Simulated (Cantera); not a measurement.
An adiabatic, constant-pressure homogeneous reactor starts with 4.72 % CH4, 0.311 % CO, 20.0 % O2, 75.0 % N2, equivalence ratio 0.48, at 1550 K and 2000000 Pa.

Computed with Cantera and GRI-Mech 3.0 (53 species, 325 reactions). The pressure lies above the range GRI-Mech 3.0 was tuned for (to about 10 atm).

**Question.** Predict: time of steepest temperature rise; temperature at 0.100 s; equilibrium temperature; x(CO) at 0.100 s; x(O2) at 0.100 s; x(NO2) at 0.100 s; x(O) at 0.100 s.

**Answer.** 
```
Property                                                               Value
---------------------------------  -----------------------------------------
time of steepest temperature rise                                    53.4 µs
temperature at 0.100 s                                                2480 K
equilibrium temperature                                               2480 K
x(CO) at 0.100 s                     0.00118 (gas-phase equilibrium 0.00118)
x(O2) at 0.100 s                       0.0957 (gas-phase equilibrium 0.0957)
x(NO2) at 0.100 s                    3.99e-5 (gas-phase equilibrium 3.99e-5)
x(O) at 0.100 s                    0.000911 (gas-phase equilibrium 0.000911)
```
